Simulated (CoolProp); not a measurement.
Vapour-liquid equilibrium of R125 (1) + R115 (2) at 6.11 bar; x and y are mole fractions of (1).

The numbers come from the multi-fluid Helmholtz-energy mixture model, Lemmon 2005 and Lemmon 2016; pair parameters Bell 2016 in CoolProp.

| x | bubble temperature, mixture model (K) | bubble temperature, Raoult's law (K) | y, mixture model | y, Raoult's law |
|---|---|---|---|---|
| 0.05 | 281.7 | 283.1 | 0.099 | 0.074 |
| 0.15 | 278.1 | 281.4 | 0.256 | 0.212 |
| 0.25 | 275.6 | 279.8 | 0.374 | 0.337 |
| 0.35 | 273.7 | 278.3 | 0.469 | 0.450 |
| 0.45 | 272.3 | 276.9 | 0.550 | 0.555 |
| 0.55 | 271.2 | 275.5 | 0.624 | 0.650 |
| 0.65 | 270.5 | 274.3 | 0.696 | 0.739 |
| 0.75 | 270.0 | 273.0 | 0.770 | 0.820 |
| 0.85 | 269.8 | 271.9 | 0.851 | 0.896 |
| 0.95 | 270.0 | 270.8 | 0.945 | 0.967 |

The largest gap from Raoult's law is -4.6 K in bubble temperature, at x = 0.45. y crosses x between x = 0.85 and 0.95: the model has an azeotrope there.

Pair parameters are fitted to limited data, so mixtures are less certain than the pure fluids.
